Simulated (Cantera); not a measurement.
Source: NASA polynomial tables (part measured, part estimated), evaluated in Cantera. Values are per mole of reaction as written; species without (g) are pure solids or liquids, kept so even where they would boil at 1 bar.

3 H₂(g) + N₂(g) ⇌ 2 NH₃(g)

| T (K) | ΔH° (kJ) | ΔS° (J/K) | ΔG° (kJ) | log10 K |
|---|---|---|---|---|
| 300 | -92.0 | -198.4 | -32.4 | 5.65 |
| 748 | -106.4 | -229.6 | 65.4 | -4.56 |
| 848 | (withheld) | (withheld) | (withheld) | (withheld) |
| 948 | (withheld) | (withheld) | (withheld) | (withheld) |
| 1048 | (withheld) | (withheld) | (withheld) | (withheld) |
| 1148 | (withheld) | (withheld) | (withheld) | (withheld) |

Fill in the missing entries.


- 848, ΔH° (kJ): -108.2
- 848, ΔS° (J/K): -231.9
- 848, ΔG° (kJ): 88.4
- 848, log10 K: -5.45
- 948, ΔH° (kJ): -109.7
- 948, ΔS° (J/K): -233.5
- 948, ΔG° (kJ): 111.7
- 948, log10 K: -6.15
- 1048, ΔH° (kJ): -110.8
- 1048, ΔS° (J/K): -234.6
- 1048, ΔG° (kJ): 135.1
- 1048, log10 K: -6.73
- 1148, ΔH° (kJ): -111.6
- 1148, ΔS° (J/K): -235.4
- 1148, ΔG° (kJ): 158.6
- 1148, log10 K: -7.22
